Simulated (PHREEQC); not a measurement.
Solution (58 °C): 0.0039 mol/kgw MnSO4, 0.013 mol/kgw CaCl2, 0.0023 mol/kgw HCl and 0.00088 mol/kgw Na2SO4. Closed to the air; pH follows from the charge balance.

Model: ion-association model, phreeqc.dat, run in PHREEQC.

This is a speciation only: nothing precipitates in the calculation.

Problem. Predict the pH, ionic strength.

Solution. pH 2.81; ionic strength 0.0511 mol/kgw.

Problem. In which forms is Mn present?

Solution. Mn+2 83 %, MnSO4 13 %, MnCl+ 4.3 % of the Mn.

Constants without temperature data keep their 25 °C values here.
